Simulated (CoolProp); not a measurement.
Vapour-liquid equilibrium of R114 (1) + n-hexane (2) at 76.55 °C; x and y are mole fractions of (1).

The numbers come from the multi-fluid Helmholtz-energy mixture model, Platzer 1990 and Thol 2019; pair parameters Bell 2016 in CoolProp. This equation is an older, rougher fit; its heat capacities, sound speeds and derivatives of the liquid may be far off and weren't checked against measurements.

```json
[
 {"x": "0.05", "bubble pressure (MPa)": "0.1820", "y at the bubble point": "0.311", "dew pressure at overall composition x (MPa)": "0.1352", "liquid density (mol/L)": "7.052"},
 {"x": "0.15", "bubble pressure (MPa)": "0.2786", "y at the bubble point": "0.578", "dew pressure at overall composition x (MPa)": "0.1500", "liquid density (mol/L)": "7.102"},
 {"x": "0.25", "bubble pressure (MPa)": "0.3634", "y at the bubble point": "0.700", "dew pressure at overall composition x (MPa)": "0.1684", "liquid density (mol/L)": "7.149"},
 {"x": "0.35", "bubble pressure (MPa)": "0.4387", "y at the bubble point": "0.771", "dew pressure at overall composition x (MPa)": "0.1917", "liquid density (mol/L)": "7.195"},
 {"x": "0.45", "bubble pressure (MPa)": "0.5069", "y at the bubble point": "0.821", "dew pressure at overall composition x (MPa)": "0.2223", "liquid density (mol/L)": "7.239"},
 {"x": "0.55", "bubble pressure (MPa)": "0.5705", "y at the bubble point": "0.859", "dew pressure at overall composition x (MPa)": "0.2639", "liquid density (mol/L)": "7.281"},
 {"x": "0.65", "bubble pressure (MPa)": "0.6319", "y at the bubble point": "0.892", "dew pressure at overall composition x (MPa)": "0.3235", "liquid density (mol/L)": "7.322"},
 {"x": "0.75", "bubble pressure (MPa)": "0.6934", "y at the bubble point": "0.922", "dew pressure at overall composition x (MPa)": "0.4137", "liquid density (mol/L)": "7.362"},
 {"x": "0.85", "bubble pressure (MPa)": "0.7571", "y at the bubble point": "0.952", "dew pressure at overall composition x (MPa)": "0.5546", "liquid density (mol/L)": "7.401"},
 {"x": "0.95", "bubble pressure (MPa)": "0.8250", "y at the bubble point": "0.983", "dew pressure at overall composition x (MPa)": "0.7528", "liquid density (mol/L)": "7.442"}
]
```

No azeotrope shows between x = 0.05 and 0.95.

Pair parameters are fitted to limited data, so mixtures are less certain than the pure fluids.
